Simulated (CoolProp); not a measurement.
The numbers come from the reference Helmholtz-energy equation of state, McLinden 2015 in CoolProp.

Q: Give the vapour pressure (MPa), vapour density (kg/m³), liquid cp (kJ/(kg K)) of saturated the fluoroketone C6F12O (FK-5-1-12) at -15.95, 22.05 °C.

A: 
```json
[
 {"T (°C)": "-15.95", "p (MPa)": "0.00504", "vapour density (kg/m³)": "0.750", "liquid cp (kJ/(kg K))": "1.09"},
 {"T (°C)": "22.05", "p (MPa)": "0.0356", "vapour density (kg/m³)": "4.73", "liquid cp (kJ/(kg K))": "1.10"}
]
```
